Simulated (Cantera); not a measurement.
An isothermal, constant-pressure homogeneous reactor starts with 11.0 % N2O, 0.0308 % H2, 89.0 % N2, at 1523 K and 72000 Pa.

Model: GRI-Mech 3.0 (53 species, 325 reactions), integrated in Cantera. GRI-Mech 3.0 was tuned for natural gas; its chemistry of N2O as a main component is partial and can be far from experiment. The temperature is held fixed by assumption; the heat of reaction is taken as removed at once.

One state of this run: x N2O = 1.91e-7; x H2 = 4.35e-9; x NO = 0.0214; x NO2 = 4.02e-5; x OH = 3.72e-6; x N2 = 0.937; x HO2 = 3.34e-9. x: mole fraction; the columns are a selection and need not sum to one.

Which value of t (s) does it belong to?
(A) 1.00
(B) 0.00131
(C) 0.0524
(D) 0.00274

A, 1.00
